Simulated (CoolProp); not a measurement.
The fluoroketone C6F12O (FK-5-1-12) along the isobar 2.13 MPa: fugacity coefficient from the reference equation and from simpler models built on Tc = 168.7 °C, pc = 1.869 MPa, ω = 0.471; each cubic takes its own stable root.

Values from CoolProp's reference Helmholtz-energy equation of state, McLinden 2015.

```json
[
 {"T (°C)": "-13.15", "phase": "liquid", "reference": "0.003332"},
 {"T (°C)": "-2.45", "phase": "liquid", "reference": "0.006050"},
 {"T (°C)": "8.25", "phase": "liquid", "reference": "0.01035"},
 {"T (°C)": "19.05", "phase": "liquid", "reference": "0.01689"},
 {"T (°C)": "29.75", "phase": "liquid", "reference": "0.02618"},
 {"T (°C)": "40.45", "phase": "liquid", "reference": "0.03896"},
 {"T (°C)": "51.15", "phase": "liquid", "reference": "0.05593"},
 {"T (°C)": "61.95", "phase": "liquid", "reference": "0.07793"},
 {"T (°C)": "72.65", "phase": "liquid", "reference": "0.1051"}
]
```

### Question
How far does each simpler model (van der Waals, Redlich-Kwong, Soave-Redlich-Kwong) lie from the reference over these 9 states: mean and median of the absolute difference, and the worst?

### Answer
- van der Waals: mean 846.9 %, median 566.9 %, worst +2410.8 % at -13.15 °C and 2.13 MPa
- Redlich-Kwong: mean 204.9 %, median 173.7 %, worst +426.4 % at -13.15 °C and 2.13 MPa
- Soave-Redlich-Kwong: mean 2.5 %, median 2.4 %, worst +3.2 % at -13.15 °C and 2.13 MPa
